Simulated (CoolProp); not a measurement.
Vapour-liquid equilibrium of R125 (1) + dimethyl ether (2) at 1.91 bar; x and y are mole fractions of (1).

Values from CoolProp's multi-fluid Helmholtz-energy mixture model, Lemmon 2005 and Wu 2011; pair parameters Bell 2016.

| x | bubble temperature (K) | y at the bubble point | dew temperature at overall composition x (K) | liquid density (mol/L) |
|---|---|---|---|---|
| 0.05 | 263.3 | 0.073 | 263.5 | 15.29 |
| 0.125 | 262.2 | 0.183 | 262.8 | 15.02 |
| 0.2 | 260.9 | 0.293 | … | 14.75 |
| 0.275 | 259.4 | 0.402 | 261.1 | … |
| 0.35 | 257.8 | 0.508 | 260.2 | 14.25 |
| 0.425 | 255.9 | 0.608 | 259.1 | 14.01 |
| 0.5 | 253.8 | 0.700 | 257.9 | 13.78 |
| 0.575 | 251.5 | 0.780 | 256.5 | 13.55 |
| 0.65 | 249.1 | … | 255.0 | 13.32 |
| 0.725 | 246.7 | 0.902 | 253.1 | 13.09 |
| 0.8 | 244.3 | 0.943 | … | … |
| 0.875 | 242.1 | … | 248.0 | … |
| 0.95 | 240.1 | 0.991 | … | 12.36 |

**Question.** Fill in the missing entries.

**Answer.** 
- 0.2, dew temperature at overall composition x (K): 262.0
- 0.275, liquid density (mol/L): 14.50
- 0.65, y at the bubble point: 0.848
- 0.8, dew temperature at overall composition x (K): 250.9
- 0.8, liquid density (mol/L): 12.86
- 0.875, y at the bubble point: 0.972
- 0.875, liquid density (mol/L): 12.62
- 0.95, dew temperature at overall composition x (K): 243.8

No azeotrope shows between x = 0.05 and 0.95.

The pair parameters rest on a limited set of measurements; away from them the model extrapolates.
